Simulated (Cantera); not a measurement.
A closed system holds: 1 mol MgF2, a varied amount of O2, 68 mol H2, at 82000 Pa.

Equilibrium computed with Cantera from the NASA thermochemical tables; the gas is ideal and each condensed phase is pure. Candidate condensed phases: H2O, Mg, MgF2, MgO, Mg(OH)2; 31 gas species. Mutual solubility and eutectic melting of coexisting phases are not modelled. Equilibrium is a limit: real reactors are often held back by kinetics, nucleation or transport.

What condenses at these points (T in K, n(O2) in mol): (1098, 3.4); (1048, 4.7); (1248, 4); (1348, 3.4); (1148, 1.3)?


| T (K) | n(O2) in mol | condensed phases | Mg condensed (%) |
|---|---|---|---|
| 1098 | 3.4 | MgF2 + MgO | 100.0 |
| 1048 | 4.7 | MgF2 + MgO | 100.0 |
| 1248 | 4 | MgF2 + MgO | 100.0 |
| 1348 | 3.4 | MgO | 100.0 |
| 1148 | 1.3 | MgF2 + MgO | 100.0 |
